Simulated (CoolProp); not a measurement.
C2F6 (R116) along the isotherm 308.4 K: density (kg/m³) from the reference equation and from simpler models built on Tc = 293.0 K, pc = 3.048 MPa, ω = 0.257; each cubic takes its own stable root.

Model: reference Helmholtz-energy equation of state, Lemmon 2006, in CoolProp. It is a short technical equation, of lower accuracy than the large ones.

```
p (MPa)          phase  reference  ideal gas  Peng-Robinson
-------  -------------  ---------  ---------  -------------
2.54               gas      192.5      136.7          198.8
5.08     supercritical      839.0      273.4          787.6
7.62     supercritical       1019      410.1           1016
10.2     supercritical       1100      549.0           1132
12.7     supercritical       1153      683.6           1209
15.2     supercritical       1194      818.1           1268
17.8     supercritical       1228      958.0           1319
20.3     supercritical       1257       1093           1359
22.9     supercritical       1282       1233           1396
25.4     supercritical       1304       1367           1427
27.9     supercritical       1324       1502           1455
30.5     supercritical       1343       1642           1481
```
